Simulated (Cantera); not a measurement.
A perfectly stirred reactor is fed with CH₄ : O₂ : N₂ = 1 : 1.67 : 6.27 (molar parts), at 130000 Pa; it is adiabatic with a 375 K inlet, and is followed from long to short residence time, starting on the burning branch (τ in s: 0.04, 0.024, 0.014, 0.0087, 0.0052, 0.0031, 0.0019, 0.0011, 0.00068, 0.00041, 0.00025, 0.00015, 8.9e-05).

Computed with Cantera and GRI-Mech 3.0 (53 species, 325 reactions).

Task: What does this change do: CH4 1 to 1.3 parts?

Result: 
```csv
quantity,before,after
"blow-out, bracketed by the residence times tried","burning at 89.0 µs, the shortest tried","burning at 1.10 ms, out at 0.680 ms"
x(CH₄) at τ = 40.0 ms,1.79e-5,0.00322
x(O₂) at τ = 40.0 ms,0.000376,0.000594
x(HO₂) at τ = 40.0 ms,1.40e-7,1.19e-7
x(H₂O) at τ = 40.0 ms,0.187,0.170
x(CH₂) at τ = 40.0 ms,6.21e-7,1.91e-6
x(CH₄) at τ = 1.90 ms,9.17e-5,0.00729
x(O₂) at τ = 1.90 ms,0.00244,0.00644
x(HO₂) at τ = 1.90 ms,1.10e-6,2.44e-6
x(H₂O) at τ = 1.90 ms,0.181,0.173
x(CH₂) at τ = 1.90 ms,4.14e-6,1.32e-5
```
